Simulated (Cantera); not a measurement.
Adiabatic ignition

An adiabatic, constant-pressure homogeneous reactor starts with CH4 : O2 : N2 : CO2 = 1 : 0.62 : 7.75 : 0.27 (molar parts), at 1750 K and 5.00 bar.

Detailed kinetics in Cantera: GRI-Mech 3.0 (53 species, 325 reactions).

```json
[
 {"t (s)": "4.00e-6", "T (K)": "1750", "x CH4": "0.104", "x O2": "0.0643", "x CO2": "0.0280", "x NO2": "<1e-12", "x OH": "3.32e-7", "x C2H6": "9.01e-7"},
 {"t (s)": "9.47e-6", "T (K)": "1749", "x CH4": "0.103", "x O2": "0.0642", "x CO2": "0.0280", "x NO2": "<1e-12", "x OH": "6.31e-7", "x C2H6": "1.25e-5"},
 {"t (s)": "2.24e-5", "T (K)": "1749", "x CH4": "0.103", "x O2": "0.0640", "x CO2": "0.0280", "x NO2": "<1e-12", "x OH": "1.30e-6", "x C2H6": "0.000126"},
 {"t (s)": "5.32e-5", "T (K)": "1754", "x CH4": "0.0990", "x O2": "0.0626", "x CO2": "0.0280", "x NO2": "1.41e-12", "x OH": "3.34e-6", "x C2H6": "0.000685"},
 {"t (s)": "0.000126", "T (K)": "1816", "x CH4": "0.0714", "x O2": "0.0479", "x CO2": "0.0278", "x NO2": "6.08e-11", "x OH": "2.07e-5", "x C2H6": "0.00171"},
 {"t (s)": "0.000298", "T (K)": "2037", "x CH4": "0.00974", "x O2": "0.000256", "x CO2": "0.0220", "x NO2": "4.64e-12", "x OH": "2.71e-5", "x C2H6": "1.38e-5"},
 {"t (s)": "0.000706", "T (K)": "2012", "x CH4": "0.00526", "x O2": "8.77e-8", "x CO2": "0.0160", "x NO2": "<1e-12", "x OH": "2.11e-5", "x C2H6": "3.59e-6"},
 {"t (s)": "0.00167", "T (K)": "1999", "x CH4": "0.00361", "x O2": "5.29e-9", "x CO2": "0.0127", "x NO2": "<1e-12", "x OH": "1.83e-5", "x C2H6": "1.64e-6"},
 {"t (s)": "0.00396", "T (K)": "1991", "x CH4": "0.00303", "x O2": "3.67e-9", "x CO2": "0.0114", "x NO2": "1.03e-12", "x OH": "1.48e-5", "x C2H6": "1.02e-6"},
 {"t (s)": "0.00939", "T (K)": "1982", "x CH4": "0.00247", "x O2": "2.26e-9", "x CO2": "0.00994", "x NO2": "<1e-12", "x OH": "1.10e-5", "x C2H6": "5.74e-7"},
 {"t (s)": "0.0222", "T (K)": "1972", "x CH4": "0.00171", "x O2": "1.33e-9", "x CO2": "0.00848", "x NO2": "<1e-12", "x OH": "7.96e-6", "x C2H6": "2.36e-7"},
 {"t (s)": "0.0527", "T (K)": "1962", "x CH4": "0.000874", "x O2": "8.58e-10", "x CO2": "0.00738", "x NO2": "<1e-12", "x OH": "6.05e-6", "x C2H6": "5.46e-8"},
 {"t (s)": "0.125", "T (K)": "1956", "x CH4": "0.000193", "x O2": "6.73e-10", "x CO2": "0.00690", "x NO2": "<1e-12", "x OH": "5.23e-6", "x C2H6": "2.53e-9"},
 {"t (s)": "0.296", "T (K)": "1955", "x CH4": "1.63e-6", "x O2": "6.48e-10", "x CO2": "0.00683", "x NO2": "<1e-12", "x OH": "5.12e-6", "x C2H6": "<1e-12"},
 {"t (s)": "0.700", "T (K)": "1955", "x CH4": "1.27e-8", "x O2": "6.48e-10", "x CO2": "0.00683", "x NO2": "<1e-12", "x OH": "5.12e-6", "x C2H6": "<1e-12"}
]
```
x: mole fraction; the columns are a selection and need not sum to one.

```yaml
time_of_steepest_temperature_rise: 0.159 ms
temperature at 0.700 s: 1955 K
equilibrium_temperature: 1955 K
x(CH4) at 0.700 s: 1.27e-8 (gas-phase equilibrium 1.31e-8)
x(O2) at 0.700 s: 6.48e-10 (gas-phase equilibrium 6.47e-10)
x(CO2) at 0.700 s: 0.00683 (gas-phase equilibrium 0.00683)
```
